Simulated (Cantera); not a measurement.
A perfectly stirred reactor is fed with CH4 : C2H6 : O2 : N2 = 1 : 0.078 : 1.89 : 7.12 (molar parts), at 2.70 bar; it is adiabatic with a 550 K inlet, and is followed from long to short residence time, starting on the burning branch (τ in s: 0.026, 0.012, 0.0052, 0.0024, 0.0011, 0.00048, 0.00022, 9.7e-05, 4.4e-05, 2e-05, 8.9e-06, 4e-06).

Detailed kinetics in Cantera: GRI-Mech 3.0 (53 species, 325 reactions).

One state of this run: T (K) = 2178; x CH4 = 0.000248; x C2H6 = 3.58e-6; x O2 = 0.00495; x N2O = 1.15e-7; x HO2 = 3.50e-6; x NO2 = 3.33e-8; x CH2CO = 1.63e-6. x: mole fraction; the columns are a selection and need not sum to one.

Which value of τ (s) does it belong to?
(A) 8.9e-6
(B) 9.7e-5
(C) 0.00022
(D) 0.0052

C, 0.00022
